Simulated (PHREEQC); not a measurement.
Make-up at 25 °C: 0.036 mol HF, 0.0001 mol (NH4)2SiF6 and 0.012 mol H2SO4 per kg of water. Closed to the air; pH follows from the charge balance.

Model: ion-association model, wateq4f.dat, run in PHREEQC.

Each row changes one thing in this solution. No solid was allowed to form.

| case | pH | ionic strength (mol/kgw) | HF (mol/kgw) | H2F2 (mol/kgw) | F- (mol/kgw) | HF2- (mol/kgw) |
|---|---|---|---|---|---|---|
| as made | 1.77 | 0.0255 | 0.0297 | 0.00231 | 0.00137 | 0.000157 |
| H2SO4 from 0.012 to 0.0132 mol/kgw | 1.74 | 0.0273 | 0.0298 | 0.00232 | 0.00128 | 0.000148 |
| H2SO4 left out | 2.35 | 0.00510 | 0.0270 | 0.00190 | 0.00435 | 0.000450 |
| temperature from 25 to 15 °C | 1.75 | 0.0266 | 0.0283 | 0.00298 | 0.00150 | 0.000150 |
| (NH4)2SiF6 from 0.0001 to 0.0002 mol/kgw | 1.77 | 0.0258 | 0.0297 | 0.00231 | 0.00137 | 0.000157 |
| HF from 0.036 to 0.0036 mol/kgw | 1.80 | 0.0244 | 0.00356 | 3.31e-5 | 0.000174 | 2.39e-6 |
| (NH4)2SiF6 replaced by HBF4 at the same molality | 1.77 | 0.0252 | 0.0297 | 0.00231 | 0.00136 | 0.000156 |
| HF from 0.036 to 0.054 mol/kgw | 1.76 | 0.0260 | 0.0422 | 0.00466 | 0.00189 | 0.000308 |

Species that the database lacks are ignored. wateq4f.dat counts part of the HF as a dimer, H2F2, which phreeqc.dat doesn't know; its constant is uncertain. SiF6-2 is the database's only silicon fluoride.
